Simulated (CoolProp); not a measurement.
Vapour pressure (kPa) of methanol: the reference equation beside estimates from Tc = 240.2 °C, pc = 8216 kPa, ω = 0.565. Clausius-Clapeyron is anchored at -31.75 °C with a constant enthalpy of vaporisation of 39.90 kJ/mol.

The numbers come from the reference Helmholtz-energy equation of state, de Reuck 1993 in CoolProp.

```tsv
T (°C)	reference	Lee-Kesler	Clausius-Clapeyron	Redlich-Kwong	Peng-Robinson
-31.75	0.4084	0.2153	0.4084	7.592	0.2648
-6.05	2.743	1.875	…	31.67	2.157
19.65	12.79	10.39	13.38	96.77	…
45.45	45.56	41.37	50.45	237.7	43.60
71.15	131.0	127.2	…	495.1	130.6
96.85	320.0	322.0	408.8	914.5	325.7
122.65	689.9	703.9	952.1	1544	707.1
148.35	1339	1366	1994	2423	1372
174.05	2397	2427	3836	3595	2445
199.75	4008	4035	6872	5096	4074
225.55	6379	6408	11620	…	6451
```

### Question
Fill in the missing entries.

### Answer

- -6.05, Clausius-Clapeyron: 2.765
- 19.65, Peng-Robinson: 11.36
- 71.15, Clausius-Clapeyron: 155.3
- 225.55, Redlich-Kwong: 6972

Absolute difference from the reference over all 11 rows, mean and median: Lee-Kesler 10.6 and 2.0 %, Clausius-Clapeyron 33.0 and 27.7 %, Redlich-Kwong 422.4 and 185.8 %, Peng-Robinson 7.6 and 2.5 %.
